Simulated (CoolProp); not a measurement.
Vapour-liquid equilibrium of R22 (1) + R114 (2) at 332.9 K; x and y are mole fractions of (1).

Model: multi-fluid Helmholtz-energy mixture model, Kamei 1995 and Platzer 1990; pair parameters Bell 2016, in CoolProp. This equation is an older, rougher fit; its heat capacities, sound speeds and derivatives of the liquid may be far off and weren't checked against measurements.

Problem. Give the bubble pressure and the first vapour's composition at x = 0.05, 0.45, 0.75. Is there an azeotrope?

Solution. x = 0.05: 7.044 bar, y = 0.193; x = 0.45: 14.62 bar, y = 0.699; x = 0.75: 19.59 bar, y = 0.870. No azeotrope shows between x = 0.05 and 0.95.

The pair parameters rest on a limited set of measurements; away from them the model extrapolates.
